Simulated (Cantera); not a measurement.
A Cantera script and what it prints.

```python
import numpy as np
import cantera as ct

gas_names = """
    H HO2 H2 H2O H2O2 Nb NbO NbO2 O OH O2 O3
""".split()
cond_names = """
    H2O(s) H2O(L) Nb(cr) Nb(L) NbO(s) NbO(L) NbO2(I) NbO2(II) NbO2(III) NbO2(L) Nb2O5(s) Nb2O5(L)
""".split()


def load(file, names, dense=False):
    # The tables refer to 1 bar. Condensed volumes are neglected.
    table = {s.name: s for s in ct.Species.list_from_file(file)}
    out = []
    for n in names:
        d = dict(table[n].input_data)
        d["thermo"] = dict(d["thermo"], **{"reference-pressure": 1e5})
        if dense:
            d["equation-of-state"] = {"model": "constant-volume", "density": "1e6 g/cm^3"}
        out.append(ct.Species.from_dict(d))
    return out


gas = ct.Solution(thermo="ideal-gas", species=load("nasa_gas.yaml", gas_names))
cond = {s.name: ct.Solution(thermo="fixed-stoichiometry", species=[s], name=s.name)
        for s in load("nasa_condensed.yaml", cond_names, dense=True)}
atoms = {
    'Nb2O5': {'Nb': 2, 'O': 5},
    'H2': {'H': 2},
}
top_T = {}  # K; cautious upper limits of use, not melting points


def equilibrate(T, P, feed):
    n = {}
    for name, mol in feed.items():
        for a, k in atoms[name].items():
            n[a] = n.get(a, 0.0) + k * mol
    gas.TPX = T, P, n
    mass = sum(n.values()) * gas.mean_molecular_weight
    gas.equilibrate("TP")
    valid = [c for c in cond.values() if c.min_temp <= T <= top_T.get(c.name, c.max_temp)]
    mix = ct.Mixture([(gas, mass / gas.mean_molecular_weight)] + [(c, 0.0) for c in valid])
    mix.T, mix.P = T, P
    mix.equilibrate("TP", solver="vcs", rtol=1e-11, max_steps=5000)
    return mix


results = []
feed = {'Nb2O5': 1, 'H2': 0.91}  # mol
P = 133.322  # Pa
for T in [1275, 1375, 1475, 1575, 1675, 1775, 1875]:
    mix = equilibrate(T, P, feed)
    results.append((T, P, feed, dict(zip(mix.species_names, mix.species_moles))))

top = {s: max(r[3][s] / sum(r[3][g] for g in gas_names) for r in results) for s in gas_names}
cols = sorted((s for s in top if top[s] > 0.0001), key=lambda s: -top[s])[:6]
seen = [c for c in cond_names if any(r[3].get(c, 0) > 1e-12 for r in results)]
print("log10 of partial pressures in bar; condensed amounts in mol")
print(f"{'T/K':>10s}" + "".join(f"{s[:9]:>10s}" for s in cols + seen))
for T, P, feed, n in results:
    ng = sum(n[g] for g in gas_names)
    print(f"{T:10.4g}" + "".join(f"{np.log10(max(n[s] / ng * P / 1e5, 1e-99)):10.3f}" for s in cols)
          + "".join(f"{n.get(c, 0):10.4g}" for c in seen))
```

Output:

```
log10 of partial pressures in bar; condensed amounts in mol
       T/K        H2       H2O         H      NbO2        OH NbO2(III)  Nb2O5(s)  Nb2O5(L)
      1275    -2.889    -4.369    -7.577   -13.680   -10.991   0.05843    0.9708         0
      1375    -2.898    -4.157    -6.914   -11.994    -9.918   0.09503    0.9525         0
      1475    -2.911    -3.979    -6.342   -10.543    -8.993    0.1432    0.9284         0
      1575    -2.927    -3.829    -5.845    -9.282    -8.187    0.2024    0.8988         0
      1675    -2.947    -3.703    -5.408    -8.177    -7.480     0.271    0.8645         0
      1775    -2.970    -3.597    -5.024    -7.201    -6.856    0.3466    0.8267         0
      1875    -2.968    -3.629    -4.667    -6.333    -6.437    0.3234         0    0.8381
```

Method: chemical equilibrium by Gibbs-energy minimisation in Cantera with the NASA 1993 tables (ideal gas, pure condensed phases). Mutual solubility and eutectic melting of coexisting phases are not modelled. Condensed phases not in the tables: the oxides between NbO2 and Nb2O5.
